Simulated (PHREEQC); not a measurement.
A solution holds 170 mmol/kgw Na2S, 0.46 mmol/kgw NaHCO3 and 0.031 mmol/kgw MnCl2, at 25 °C. Closed to the air; pH follows from the charge balance.

The numbers come from PHREEQC with the ion-association model, wateq4f.dat.

This is a speciation only: nothing precipitates in the calculation.

Task: Estimate the pH.

Result: pH 12.64.

Task: In which forms is C present?

Result: NaCO3- 61 %, CO3-2 39 % of the C.

Saturation is exceeded, for instance for Pyrochroite; the values hold only as long as no solid forms. With this much S-2 the pH rests on the database's HS-/S-2 constant; if that pK is higher, the solution is more alkaline. The database's pK near 12.9 for HS-/S-2 is now thought far too low, so its S-2 is overstated. The polysulfide entries of wateq4f.dat were taken out for this run.
